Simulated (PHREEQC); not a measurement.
## Spent oxide etchant: an equilibrium model

Consider water at 90 °C with 0.04 mol/kgw HF, 0.00026 mol/kgw H2SiF6, 0.026 mol/kgw HBF4 and 0.00036 mol/kgw HNO3. Closed to the air; pH follows from the charge balance.

Model: ion-association model, phreeqc.dat, run in PHREEQC.

```json
{
 "pH": "1.64",
 "ionic_strength": "0.0267 mol/kgw",
 "total_alkalinity": "-146 meq/kg"
}
```

```
species  molality  activity   log γ
-------  --------  --------  ------
HF         0.0445    0.0448   0.003
H+         0.0264    0.0228  -0.064
BF4-       0.0240    0.0201  -0.077
H3BO3    0.000944  0.000950   0.003
BF3OH-   0.000776  0.000649  -0.077
F-       0.000429  0.000357  -0.080
NO3-     0.000360  0.000298  -0.082
```

No solid was allowed to form. Away from 25 °C the constants follow the database's enthalpies or fits; those with neither stay at their 25 °C values. SiF6-2 is the database's only silicon fluoride. Real BF4- forms and hydrolyses slowly; the run takes it at equilibrium.
